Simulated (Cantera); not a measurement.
# FeS + O2 + SO3 (roasting and sulfation)

Input: 1 mol FeS, 0.4 mol O2, 0.13 mol SO3, equilibrated at 0.100 bar.

These are equilibrium values from Cantera (NASA tables, ideal gas, pure condensed phases), not measurements of a reactor. Candidate condensed phases: Fe, FeO, FeS, FeSO4, FeS2, Fe2O3, Fe2(SO4)3, Fe3O4, S; 12 gas species. Metal and sulfide melt together well below either melting point, which pure phases cannot show. Mutual solubility and eutectic melting of coexisting phases are not modelled. The tables' stoichiometric FeO is somewhat more stable than real wüstite, so its field is too wide. FeO, FeS: taken at fixed stoichiometry. Gases not in the tables: S3 to S7. Kinetics and transport are ignored.

```tsv
T (K)	log p SO2	log p S2	log p SO	log p S2O	log p S	log p SO3	log p Fe	log p O2	n FeS2(s)	n Fe2O3(s)	n Fe3O4(s)	n FeS(s)	n FeO(s)	n FeS(l)
625	-1.00	-5.60	-9.89	-5.81	<-13	-9.97	<-13	<-13	0.467	0.266	0	0	0	0
725	-1.00	-4.19	-8.14	-4.80	<-13	-9.37	<-13	<-13	0.450	0	0.183	0	0	0
825	-1.00	-3.07	-6.80	-3.99	-12.08	-8.94	<-13	<-13	0.449	0	0.184	0	0	0
925	-1.01	-2.59	-5.85	-3.66	-10.37	-8.50	<-13	<-13	0	0	0.0975	0.707	0	0
1025	-1.02	-2.38	-5.13	-3.53	-9.07	-8.11	<-13	<-13	0	0	0.100	0.699	0	0
1125	-1.03	-2.20	-4.54	-3.42	-8.01	-7.79	<-13	-12.90	0	0	0.104	0.689	0	0
1225	-1.04	-2.06	-4.05	-3.34	-7.12	-7.52	-12.50	-11.61	0	0	0.108	0.676	0	0
1325	-1.06	-1.95	-3.64	-3.27	-6.36	-7.30	-10.76	-10.52	0	0	0.113	0.662	0	0
1425	-1.09	-1.75	-3.27	-3.15	-5.66	-7.17	-9.32	-9.65	0	0	0	0.575	0.425	0
1525	-1.13	-1.63	-2.97	-3.09	-5.08	-7.05	-8.10	-8.89	0	0	0	0	0.467	0.533
```
log p: log10 of the partial pressure in bar; n: condensed amount in mol.

At 625 K the condensed part is FeS2(s) + Fe2O3(s). From 725 K to 825 K the condensed part is FeS2(s) + Fe3O4(s). From 925 K to 1325 K the condensed part is FeS(s) + Fe3O4(s). At 1425 K the condensed part is FeO(s) + FeS(s). At 1525 K the condensed part is FeO(s) + FeS(l).
